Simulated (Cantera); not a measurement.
Mixture: H₂ : O₂ : N₂ = 1 : 0.238 : 0.895 (molar parts), at 3750 Torr, adiabatic and at constant pressure. Ignition delay is the time to a rise of 400 K.

Cantera simulation using GRI-Mech 3.0 (53 species, 325 reactions); the numbers are that mechanism's predictions, not measurements. The hydrogen kinetics of GRI-Mech 3.0 are dated; newer H2 mechanisms differ, most at raised pressure. Where the delays flatten at high temperature, the 400 K rule measures the pace of heat release, not the induction time.

What does this change do: constant volume in place of constant pressure?


```
quantity          before    after
---------------  -------  -------
delay at 1175 K  29.5 µs  28.8 µs
delay at 1375 K  5.07 µs  4.82 µs
delay at 1575 K  2.50 µs  2.32 µs
delay at 1775 K  1.68 µs  1.47 µs
delay at 1975 K  1.42 µs  1.14 µs
```

What does this change do: O2 0.238 to 0.3 parts?


```json
[
 {"quantity": "delay at 1175 K", "before": "29.5 µs", "after": "25.1 µs"},
 {"quantity": "delay at 1375 K", "before": "5.07 µs", "after": "4.28 µs"},
 {"quantity": "delay at 1575 K", "before": "2.50 µs", "after": "2.09 µs"},
 {"quantity": "delay at 1775 K", "before": "1.68 µs", "after": "1.37 µs"},
 {"quantity": "delay at 1975 K", "before": "1.42 µs", "after": "1.11 µs"}
]
```
